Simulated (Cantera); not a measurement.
A closed system holds: 1 mol Al2O3, 0.25 mol I2, 0.11 mol N2, 0.33 mol HI, equilibrated at 0.0100 bar.

Equilibrium computed with Cantera from the NASA thermochemical tables; the gas is ideal and each condensed phase is pure. Candidate condensed phases: Al, AlI3, AlN, Al2O3, H2O, I2; 41 gas species. Kinetics and transport are ignored.

**Question.** At 1327 °C, list the 6 most abundant gas species with their mole fractions, and the condensed phases.

**Answer.** I 0.715, H2 0.126, N2 0.102, HI 0.0550, I2 0.00155, H 0.000193. Condensed: Al2O3(s).
